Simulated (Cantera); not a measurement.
Cantera with NASA thermochemical tables; ideal gases at 1 bar, condensed phases pure. Values are per mole of reaction as written; species without (g) are pure solids or liquids, kept so even where they would boil at 1 bar.

Task: Between 850 and 1750 K, where is each reaction favourable under standard conditions?
- 2 F(g) + PbCl2(g) ⇌ PbF2 + 2 Cl(g)

Result: 
- 2 F(g) + PbCl2(g) ⇌ PbF2 + 2 Cl(g): ΔG° is -266 kJ at 850 K and -155 kJ at 1750 K; it stays negative (K > 1). ΔH° is -337 kJ and ΔS° -104 J/K at 1750 K.
